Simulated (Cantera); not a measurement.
**Equilibrium for chlorosilane synthesis and conversion: Si + Cl₂ + H₂**

Input: 1 mol Si, 1.8 mol Cl₂, 0.41 mol H₂, held at 925 K and 0.100 bar.

Equilibrium computed with Cantera from the NASA thermochemical tables; the gas is ideal and each condensed phase is pure. Candidate condensed phases: Si; 19 gas species. The tables' values for SiCl₃ are old estimates; treat these amounts as uncertain. Rates play no part.

x(SiCl₄): 0.639
x(H₂): 0.277
x(SiHCl₃): 0.0711
x(HCl): 0.00904
x(SiCl₃): 0.00262
x(SiH₂Cl₂): 0.000777
x(SiCl₂): 0.000426
x(SiH₃Cl): 2.10e-6
n(Si(s)): 0.0783 mol
gas amount: 1.291 mol
